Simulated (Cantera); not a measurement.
Input: 1 mol BN, 0.012 mol H₂, equilibrated at 2025 K and 0.0150 Torr.

These are equilibrium values from Cantera (NASA tables, ideal gas, pure condensed phases), not measurements of a reactor. Candidate condensed phases: B, BN; 15 gas species. Equilibrium is a limit: real reactors are often held back by kinetics, nucleation or transport.

Base state: N₂ 0.950, H 0.0335, B 0.0101, H₂ 0.00606, BN 4.50e-5 (mole fractions); condensed: B(s).

Task: What changes in the equilibrium state with this change: temperature from 2025 K to 2073.15 K?

Result: 
```json
[
 {"species": "N₂", "before": "0.950", "after": "0.937"},
 {"species": "H", "before": "0.0335", "after": "0.0371"},
 {"species": "B", "before": "0.0101", "after": "0.0216"},
 {"species": "BN", "before": "4.50e-5", "after": "8.50e-5"},
 {"species": "H₂", "before": "0.00606", "after": "0.00396"},
 {"species": "BH", "before": "7.32e-6", "after": "1.07e-5"},
 {"species": "B(s), mol", "before": "0.995", "after": "0.988"}
]
```
